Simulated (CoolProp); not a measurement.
Properties of n-octane along the isotherm 392.1 K (Tc = 568.7 K, pc = 24.84 bar, ω = 0.398).

Values from CoolProp's reference Helmholtz-energy equation of state, Beckmüller 2019.

```csv
p (bar),phase,Z,speed of sound (m/s),expansivity (1/kK),Prandtl number
0.118,gas,0.9934,171.0,2.615,0.807
0.178,gas,0.9899,170.4,2.649,0.806
0.268,gas,0.9848,169.6,2.702,0.806
0.404,gas,0.9769,168.4,2.784,0.806
0.61,gas,0.9647,166.4,2.918,0.805
0.921,liquid,0.005226,800.7,1.526,5.63
1.39,liquid,0.007886,801.3,1.524,5.63
2.09,liquid,0.01185,802.2,1.522,5.63
3.16,liquid,0.01792,803.5,1.518,5.63
4.77,liquid,0.02703,805.4,1.513,5.64
7.19,liquid,0.04072,808.3,1.505,5.64
10.9,liquid,0.06166,812.8,1.493,5.65
16.4,liquid,0.09262,819.2,1.476,5.66
24.7,liquid,0.1392,828.8,1.452,5.68
37.3,liquid,0.2094,842.9,1.417,5.71
```

Viscosity comes from a separate model (Huber 2004). Thermal conductivity comes from a separate model (Huber 2005).
